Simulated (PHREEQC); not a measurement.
A made-up water analysis in mg/L, 64 °C, pH 6.99, pe -1.4: Na 2020; K 570; Ca 460; Mg 476; Cl 3620; S(6) as SO4 2840; Alkalinity as HCO3 29; Si as SiO2 90.1; B 1.46; N(-3) as NH4 7.13; Li 1.8.

Valence states are taken as typed.

Computed with PHREEQC (ion-association model, phreeqc.dat).

The ionic strength comes out as 0.175 mol/kgw. What activity coefficients do CaHCO3+, MgHCO3+, K+, Mg+2, SO4-2 get?

CaHCO3+ 0.75, MgHCO3+ 0.71, K+ 0.70, Mg+2 0.33, SO4-2 0.28.

No solid was allowed to form. Saturation is exceeded, for instance for Quartz (slow to form), Chalcedony (slow to form); the values hold only as long as no solid forms. Species that the database lacks are ignored. Away from 25 °C the constants follow the database's enthalpies or fits; those with neither stay at their 25 °C values.
